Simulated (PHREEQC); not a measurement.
Dissolve 0.0013 mol (NH4)2SO4, 0.0051 mol NaHSO4 and 9.2e-05 mol KH2PO4 per kg of water at 25 °C. Closed to the air; pH follows from the charge balance.

All values are PHREEQC results (ion-association model, phreeqc.dat), not measurements.

```
Property                      Result
--------------------  --------------
pH                              2.46
ionic strength        0.0165 mol/kgw
specific conductance      2390 µS/cm
total alkalinity        -5.10 meq/kg
```

```json
[
 {"species": "SO4-2", "molality": "0.00505", "activity": "0.00306", "log γ": "-0.217"},
 {"species": "Na+", "molality": "0.00502", "activity": "0.00443", "log γ": "-0.055"},
 {"species": "H+", "molality": "0.00389", "activity": "0.00349", "log γ": "-0.048"},
 {"species": "NH4+", "molality": "0.00250", "activity": "0.00218", "log γ": "-0.059"},
 {"species": "HSO4-", "molality": "0.00118", "activity": "0.00104", "log γ": "-0.056"},
 {"species": "NH4SO4-", "molality": "9.77e-5", "activity": "8.60e-5", "log γ": "-0.056"}
]
```

Precipitation was switched off in this run.
